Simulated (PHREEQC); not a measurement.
A solution holds 4.3 mmol/kgw CuSO4, 0.6 mmol/kgw MgSO4, 0.44 mmol/kgw HCl and 0.032 mmol/kgw Na2SO4, at 37 °C. Closed to the air; pH follows from the charge balance.

Computed with PHREEQC (ion-association model, wateq4f.dat).

This is a speciation only: nothing precipitates in the calculation.

Question: What pH does the model give?

Answer: pH 3.51.

Question: In which forms is S present?

Answer: SO4-2 74 %, CuSO4 20 %, MgSO4 3.7 %, HSO4- 2.0 % of the S.

Away from 25 °C the constants follow the database's enthalpies or fits; those with neither stay at their 25 °C values.
